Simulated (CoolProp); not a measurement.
The numbers come from the reference Helmholtz-energy equation of state, Leachman 2009 in CoolProp.

**Question.** Give the vapour pressure (kPa), liquid cp (kJ/(kg K)), surface tension (mN/m), liquid viscosity (µPa s) of saturated normal hydrogen at 31.3 K.

**Answer.** 
```csv
T (K),p (kPa),liquid cp (kJ/(kg K)),surface tension (mN/m),liquid viscosity (µPa s)
31.3,986,38.1,0.176,5.56
```

Viscosity comes from a separate model (Muzny 2013). Surface tension comes from a separate correlation (Mulero 2012).
